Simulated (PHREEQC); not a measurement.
Synthetic water in mmol/kgw, 25 °C, pH 4.04, pe 12.6:

```json
[
 {"constituent": "Na", "mmol/kgw": "0.914"},
 {"constituent": "K", "mmol/kgw": "2.03"},
 {"constituent": "Ca", "mmol/kgw": "1.04"},
 {"constituent": "Mg", "mmol/kgw": "0.847"},
 {"constituent": "Cl", "mmol/kgw": "0.378"},
 {"constituent": "S(6)", "mmol/kgw": "3.26"},
 {"constituent": "Zn", "mmol/kgw": "0.0163"},
 {"constituent": "Cu(2)", "mmol/kgw": "0.0133"},
 {"constituent": "Mn(2)", "mmol/kgw": "0.0311"},
 {"constituent": "Li", "mmol/kgw": "0.000704"}
]
```

Valence states are taken as typed.

Model: ion-association model, phreeqc.dat, run in PHREEQC.

Problem. The ionic strength comes out as 0.0105 mol/kgw. What activity coefficients do Zn+2, Mg+2, H+, Cu+2, Na+ get?

Solution. Zn+2 0.66, Mg+2 0.67, H+ 0.91, Cu+2 0.67, Na+ 0.90.

This is a speciation only: nothing precipitates in the calculation. Complexes and solids missing from the database can't appear.
